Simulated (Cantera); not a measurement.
A perfectly stirred reactor is fed with CH₃OH : O₂ : N₂ = 1 : 1.15 : 4.34 (molar parts), equivalence ratio 1.3, at 0.630 bar; it is adiabatic with a 600 K inlet, and is followed from long to short residence time, starting on the burning branch (τ in s: 0.25, 0.084, 0.028, 0.0094, 0.0032, 0.0011, 0.00036, 0.00012, 4e-05, 1.4e-05).

Computed with Cantera and GRI-Mech 3.0 (53 species, 325 reactions). GRI-Mech 3.0 was tuned for natural gas; its chemistry of methanol as a main component is partial and can be far from experiment.

Problem. What does this change do: pressure from 0.630 bar to 5.70 bar?

Solution. 
```tsv
quantity	before	after
blow-out, bracketed by the residence times tried	burning at 0.120 ms, out at 40.0 µs	burning at 14.0 µs, the shortest tried
x(CH₃OH) at τ = 0.250 s	4.96e-7	1.64e-7
x(O₂) at τ = 0.250 s	0.000441	4.50e-5
x(NO) at τ = 0.250 s	0.000427	0.000173
x(CH₂CO) at τ = 0.250 s	4.94e-10	1.87e-9
x(O) at τ = 0.250 s	0.000151	1.32e-5
x(CH₃OH) at τ = 1.10 ms	2.89e-5	1.12e-5
x(O₂) at τ = 1.10 ms	0.00625	0.00100
x(NO) at τ = 1.10 ms	8.97e-5	0.000159
x(CH₂CO) at τ = 1.10 ms	2.08e-8	4.55e-8
x(O) at τ = 1.10 ms	0.00230	0.000208
```
